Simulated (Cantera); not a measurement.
An adiabatic, constant-volume homogeneous reactor starts with H2 : O2 : N2 = 1 : 1.19 : 4.48 (molar parts), at 1175 K and 1.00 bar. Integrator tolerance rtol = 1e-08.

Model: the H2/O2 subset of GRI-Mech 3.0, which has no nitrogen chemistry, integrated in Cantera.

Problem. What does this change do: initial temperature 1175 to 1675 K?

Solution. 
```
quantity                                                            before                                    after
---------------------------------  ---------------------------------------  ---------------------------------------
time of steepest temperature rise                                  56.2 µs                                  9.18 µs
temperature at 1.00 s                                               2420 K                                   2691 K
equilibrium temperature                                             2420 K                                   2691 K
x(H2) at 1.00 s                    0.00136 (gas-phase equilibrium 0.00136)  0.00507 (gas-phase equilibrium 0.00507)
x(O2) at 1.00 s                        0.108 (gas-phase equilibrium 0.108)      0.103 (gas-phase equilibrium 0.103)
x(O) at 1.00 s                     0.00231 (gas-phase equilibrium 0.00231)  0.00914 (gas-phase equilibrium 0.00914)
x(HO2) at 1.00 s                   1.03e-5 (gas-phase equilibrium 1.03e-5)  1.75e-5 (gas-phase equilibrium 1.75e-5)
x(OH) at 1.00 s                      0.0100 (gas-phase equilibrium 0.0100)    0.0227 (gas-phase equilibrium 0.0227)
x(H2O) at 1.00 s                       0.155 (gas-phase equilibrium 0.155)      0.142 (gas-phase equilibrium 0.142)
```

Problem. What does this change do: pressure from 1.00 bar to 6.00 bar?

Solution. 
```csv
quantity,before,after
time of steepest temperature rise,56.2 µs,29.5 µs
temperature at 1.00 s,2420 K,2453 K
equilibrium temperature,2420 K,2453 K
x(H2) at 1.00 s,0.00136 (gas-phase equilibrium 0.00136),0.000660 (gas-phase equilibrium 0.000660)
x(O2) at 1.00 s,0.108 (gas-phase equilibrium 0.108),0.110 (gas-phase equilibrium 0.110)
x(O) at 1.00 s,0.00231 (gas-phase equilibrium 0.00231),0.00111 (gas-phase equilibrium 0.00111)
x(HO2) at 1.00 s,1.03e-5 (gas-phase equilibrium 1.03e-5),1.79e-5 (gas-phase equilibrium 1.79e-5)
x(OH) at 1.00 s,0.0100 (gas-phase equilibrium 0.0100),0.00719 (gas-phase equilibrium 0.00719)
x(H2O) at 1.00 s,0.155 (gas-phase equilibrium 0.155),0.157 (gas-phase equilibrium 0.157)
```
The hydrogen kinetics of GRI-Mech 3.0 are dated; newer H2 mechanisms differ, most at raised pressure.
